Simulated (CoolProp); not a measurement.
A Linde-Hampson liquefier for ethane: isothermal reversible compression at 320 K from 1 atm to 5 MPa, throttling to 1 atm, return gas leaving the recuperator 5 K below the feed. Each further row changes one setting.

Computed with CoolProp (reference Helmholtz-energy equation of state, Bücker 2006).

```csv
case,liquid yield per pass,compression work (kJ/kg of gas)
as stated,0.165,315
as stated,0.165,315
high pressure 10 MPa,0.426,338
warm-end temperature 350 K,0.101,354
warm-end gap 10 K,0.154,315
high pressure 10 MPa,0.426,338
warm-end temperature 350 K,0.101,354
warm-end gap 10 K,0.154,315
```
